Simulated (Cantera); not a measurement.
Source: NASA polynomial tables (part measured, part estimated), evaluated in Cantera. Values are per mole of reaction as written; species without (g) are pure solids or liquids, kept so even where they would boil at 1 bar.

Q: Between 400 and 650 K, where is each reaction favourable under standard conditions?
- CS2(g) = C + S2(g)
- 2 S + C = CS2(g)
- 2 S = S2(g)

A: 
- CS2(g) = C + S2(g): ΔG° is 13 kJ at 400 K and 15 kJ at 650 K; it stays positive (K < 1). ΔH° is 10 kJ and ΔS° -7 J/K at 650 K.
- 2 S + C = CS2(g): ΔG° is 50 kJ at 400 K and 14 kJ at 650 K; it stays positive (K < 1). ΔH° is 102 kJ and ΔS° 135 J/K at 650 K.
- 2 S = S2(g): ΔG° is 63 kJ at 400 K and 29 kJ at 650 K; it stays positive (K < 1). ΔH° is 112 kJ and ΔS° 128 J/K at 650 K.
